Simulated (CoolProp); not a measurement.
The fluid at 298.15 K and 0.772 MPa flows at 2.1 m/s in a round tube of 10 mm bore and 0.25 µm roughness, fully developed (64/Re and Nu = 3.66 if laminar; Colebrook and Gnielinski if turbulent). The same conditions are run with several fluids, on thermodynamics alone (safety and materials aside).

Model: reference Helmholtz-energy equation of state of each fluid (CF4 (R14): Platzer 1990; nitrogen: Span 2000; C2F6 (R116): Lemmon 2006; normal hydrogen: Leachman 2009; sulfur hexafluoride: Guder 2009), in CoolProp. The equations of Platzer and Polt are older, rougher fits.

```tsv
fluid	Reynolds number	Darcy friction factor	pressure drop (Pa/m)	heat-transfer coefficient (W/(m² K))	mass flow (kg/h)
CF4 (R14)	33700	0.0229	143	132	16.8
nitrogen	10300	0.0307	59.2	79.0	5.19
C2F6 (R116)	69600	0.0195	202	215	27.9
normal hydrogen	1470	0.0434	5.98	68.3	0.371
sulfur hexafluoride	68300	0.0196	217	196	29.8
```

Transport values come from each fluid's own correlations; those of CF4 (R14), C2F6 (R116) are estimates that may be off by 10 % or more.
